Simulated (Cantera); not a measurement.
A closed system holds: 1 mol Ti, 6.3 mol CH₄, held at 2173 K and 98.0 Pa.

These are equilibrium values from Cantera (NASA tables, ideal gas, pure condensed phases), not measurements of a reactor. Candidate condensed phases: C, C₆H₆, C₇H₈, C₈H₁₈, Ti, TiC; 77 gas species. TiC: taken at fixed stoichiometry. Equilibrium is a limit: real reactors are often held back by kinetics, nucleation or transport.

Base state: H₂ 0.856, H 0.143, C₂H₂ (acetylene) 0.00189, Ti 1.69e-5, C₂H 1.01e-5 (mole fractions); condensed: C(graphite) + TiC(s).

What changes in the equilibrium state with this change: temperature from 2173 K to 2025 K?


| species | before | after |
|---|---|---|
| H₂ | 0.856 | 0.940 |
| H | 0.143 | 0.0596 |
| C₂H₂ (acetylene) | 0.00189 | 0.000850 |
| Ti | 1.69e-5 | 1.25e-6 |
| C₂H | 1.01e-5 | 1.10e-6 |
| C(graphite), mol | 5.25 | 5.28 |
| TiC(s), mol | 1.000 | 1.000 |
